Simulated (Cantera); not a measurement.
What does this Cantera script print?

```python
import numpy as np
import cantera as ct

gas = ct.Solution("gri30.yaml")
gas.TPX = 1075, 400, {'H2': 0.24, 'O2': 1}
inlet = ct.Reservoir(gas, clone=True)

reactor = ct.IdealGasConstPressureReactor(gas, energy="off", clone=False)
exhaust = ct.Reservoir(gas, clone=True)
tau = [0.97, 0.47, 0.23, 0.11, 0.053, 0.026, 0.012, 0.006, 0.0029, 0.0014, 0.00068][0]
for a, b in ((inlet, reactor), (reactor, exhaust)):
    ct.MassFlowController(a, b, mdot=lambda t: reactor.mass / tau)
net = ct.ReactorNet([reactor])
show = ['H2', 'O2', 'H2O', 'HO2', 'O', 'OH', 'H']

rows = []
print(f"{'tau/s':>10s}{'T/K':>9s}" + "".join(f"{s:>11s}" for s in show))
for tau in [0.97, 0.47, 0.23, 0.11, 0.053, 0.026, 0.012, 0.006, 0.0029, 0.0014, 0.00068]:
    net.initial_time = 0.0
    net.advance(30 * tau)
    before = gas.X
    net.advance(40 * tau)
    drift = np.max(np.abs(gas.X - before) / (gas.X + 1e-9))
    rows.append([gas.T, *gas[show].X, drift])
    print(f"{tau:10.3e}{gas.T:9.1f}" + "".join(f"{x:11.3e}" for x in gas[show].X))
```

Result:

```
     tau/s      T/K         H2         O2        H2O        HO2          O         OH          H
 9.700e-01   1075.0  2.083e-03  7.752e-01  2.067e-01  3.452e-06  9.078e-03  2.635e-03  4.374e-03
 4.700e-01   1075.0  3.199e-03  7.692e-01  2.018e-01  3.701e-06  1.401e-02  3.307e-03  8.543e-03
 2.300e-01   1075.0  4.791e-03  7.604e-01  1.940e-01  3.829e-06  2.083e-02  4.071e-03  1.583e-02
 1.100e-01   1075.0  7.057e-03  7.485e-01  1.823e-01  3.822e-06  2.961e-02  4.907e-03  2.761e-02
 5.300e-02   1075.0  1.006e-02  7.357e-01  1.679e-01  3.703e-06  3.829e-02  5.705e-03  4.243e-02
 2.600e-02   1075.0  1.418e-02  7.261e-01  1.532e-01  3.545e-06  4.391e-02  6.439e-03  5.613e-02
 1.200e-02   1075.0  2.146e-02  7.223e-01  1.381e-01  3.379e-06  4.483e-02  7.244e-03  6.607e-02
 6.000e-03   1075.0  3.286e-02  7.254e-01  1.236e-01  3.220e-06  4.133e-02  7.948e-03  6.888e-02
 2.900e-03   1075.0  5.367e-02  7.352e-01  1.041e-01  2.986e-06  3.439e-02  8.379e-03  6.420e-02
 1.400e-03   1075.0  8.918e-02  7.530e-01  7.593e-02  2.600e-06  2.469e-02  7.773e-03  4.945e-02
 6.800e-04   1075.0  1.441e-01  7.805e-01  3.547e-02  1.967e-06  1.189e-02  4.791e-03  2.327e-02
```

Model: GRI-Mech 3.0 (53 species, 325 reactions), integrated in Cantera. Radical loss at walls, strong at low pressure, is not modelled. The temperature is held fixed by assumption; the heat of reaction is taken as removed at once.
